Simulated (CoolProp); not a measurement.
Nitrous oxide along the isotherm 314.1 K: fugacity coefficient from the reference equation and from simpler models built on Tc = 309.5 K, pc = 72.45 bar, ω = 0.161; each cubic takes its own stable root.

The numbers come from the reference Helmholtz-energy equation of state, Lemmon 2006 in CoolProp. It is a short technical equation, of lower accuracy than the large ones.

```tsv
p (bar)	phase	reference	Redlich-Kwong	Soave-Redlich-Kwong	Peng-Robinson
6.79	gas	0.9692	0.9696	0.9697	0.9663
13.6	gas	?	0.9394	0.9396	0.9330
20.4	gas	0.9086	0.9096	0.9100	0.9004
27.2	gas	0.8787	0.8800	0.8805	0.8684
34	gas	?	0.8507	0.8513	0.8368
40.8	gas	0.8195	0.8215	0.8223	0.8056
47.5	gas	0.7904	0.7928	0.7938	0.7751
54.3	gas	0.7609	0.7636	0.7647	0.7445
61.1	gas	0.7311	?	0.7355	?
67.9	gas	0.7006	0.7042	0.7058	0.6830
74.7	supercritical	0.6687	0.6729	0.6748	0.6512
81.5	supercritical	0.6324	0.6372	0.6401	0.6164
88.3	supercritical	0.5952	0.6019	?	?
95.1	supercritical	0.5625	0.5708	0.5739	0.5506
102	supercritical	0.5334	0.5431	0.5462	?
109	supercritical	0.5076	0.5183	0.5213	0.4983
```

**Question.** Fill in the missing entries.

**Answer.** 
- 13.6, reference: 0.9387
- 34, reference: 0.8490
- 61.1, Redlich-Kwong: 0.7342
- 61.1, Peng-Robinson: 0.7139
- 88.3, Soave-Redlich-Kwong: 0.6050
- 88.3, Peng-Robinson: 0.5815
- 102, Peng-Robinson: 0.5229
